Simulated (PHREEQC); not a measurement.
0.023 g of hydrous ferric oxide (600 m²/g; 0.2 weak and 0.005 strong sites per Fe, Dzombak-Morel constants, diffuse double layer) in 1 kg of water with 0.1 mol/kgw of an inert sodium salt, at 25 °C; the pH is set by adding NaOH or the inert anion's acid. Oxygen alone is held at its pressure in air (log pO2 = -0.68). The system is closed to CO2. No solid was allowed to form.

Model: ion-association model, wateq4f.dat, run in PHREEQC.

```tsv
pH	surface charge σ (C/m²)	surface potential ψ (mV)
4	0.321	147
4.5	___	138
5	0.215	___
5.5	0.159	111
6.5	0.074	74
7	0.045	52
7.5	0.022	29
8	0.004	5
8.5	___	-19
9	___	___
9.5	-0.060	-65
10.5	-0.137	-104
11	-0.190	___
11.5	-0.249	-133
12	-0.306	-141
```

Q: What belongs in the gaps?

A: 
- 4.5, surface charge σ (C/m²): 0.272
- 5, surface potential ψ (mV): 126
- 8.5, surface charge σ (C/m²): -0.014
- 9, surface charge σ (C/m²): -0.034
- 9, surface potential ψ (mV): -42
- 11, surface potential ψ (mV): -120

Complexes and solids missing from the database can't appear.
